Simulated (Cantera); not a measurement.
## Equilibrium for boron, boron nitride and boron oxide: B₂O₃ + H₂O + N₂

A closed system holds: 1 mol B₂O₃, 0.24 mol H₂O, 0.42 mol N₂, at 315 Torr.

Cantera equilibrium calculation (NASA polynomials, part measured and part estimated; ideal gas, pure solids and liquids). Candidate condensed phases: B, BN, B₂O₃, B₃O₃H₃, H₂O; 39 gas species. Gases not in the tables: H₃BO₃. Rates play no part.

```
T (°C)   x N₂  x H₂O  x (HBO₂)₃    x HBO₂     x H₂      x O₂      x OH      x NO  n B₂O₃(l)
------  -----  -----  ---------  --------  -------  --------  --------  --------  ---------
527     0.640  0.347     0.0123   1.19e-7  1.19e-9  5.45e-10  1.44e-11  9.20e-11      0.988
627     0.638  0.355    0.00662   2.32e-6  1.90e-8   8.53e-9  4.36e-10   1.67e-9      0.993
727     0.638  0.359    0.00388   2.42e-5  1.74e-7   7.70e-8   6.65e-9   1.70e-8      0.996
827     0.637  0.360    0.00245  0.000161  1.07e-6   4.65e-7   6.18e-8   1.14e-7      0.998
927     0.637  0.361    0.00164  0.000771  4.91e-6   2.08e-6   3.96e-7   5.53e-7      0.998
1027    0.636  0.360    0.00115   0.00285  1.78e-5   7.36e-6   1.90e-6   2.10e-6      0.998
1127    0.634  0.357   0.000837   0.00861  5.35e-5   2.16e-5   7.27e-6   6.59e-6      0.996
```
x: gas mole fraction; n: condensed amount in mol.

From 527 °C to 1127 °C the condensed part is B₂O₃(l).
